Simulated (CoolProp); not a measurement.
Values from CoolProp's reference Helmholtz-energy equation of state, Penoncello 2003.

**Question.** For CHF3 (R23), give the phase and the density (kg/m³), conductivity (mW/(m K)), fugacity coefficient at -75.55 °C and 0.155 MPa; 25.95 °C and 4.07 MPa.

**Answer.** 
- -75.55 °C and 0.155 MPa: liquid; density 1420, conductivity 129, fugacity coefficient 0.890
- 25.95 °C and 4.07 MPa: gas; density 199, conductivity 23.1, fugacity coefficient 0.705

Thermal conductivity comes from a separate model (Shan 2000).
